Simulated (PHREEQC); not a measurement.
Dissolve 0.037 mol/kgw NH3, 0.0007 mol/kgw Na2SiO3 and 0.0024 mol/kgw K2CO3 at 15 °C. Closed to the air; pH follows from the charge balance.

All values are PHREEQC results (ion-association model, wateq4f.dat), not measurements.

No solid was allowed to form.

Problem. Predict the pH.

Solution. pH 11.45.

Problem. In which forms is C present?

Solution. CO3-2 92 %, HCO3- 6.7 %, NaCO3- 1.0 % of the C.
